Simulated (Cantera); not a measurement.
A closed system holds: 1 mol BF3, a varied amount of NH3, equilibrated at 0.100 bar.

Method: chemical equilibrium by Gibbs-energy minimisation in Cantera with the NASA 1993 tables (ideal gas, pure condensed phases). Candidate condensed phases: B, BN; 31 gas species. The tables' values for BF2 are old estimates. Kinetics and transport are ignored.

### Question
What condenses at these points (T in °C, n(NH3) in mol): (1927, 8.7); (1402, 0.92); (1402, 0.59); (1327, 3.5); (1777, 3.5)?

### Answer
```
T (°C)  n(NH3) in mol  condensed phases  B condensed (%)
------  -------------  ----------------  ---------------
1927              8.7          gas only              0.0
1402             0.92                BN              2.4
1402             0.59                BN              1.5
1327              3.5                BN              7.7
1777              3.5          gas only              0.0
```
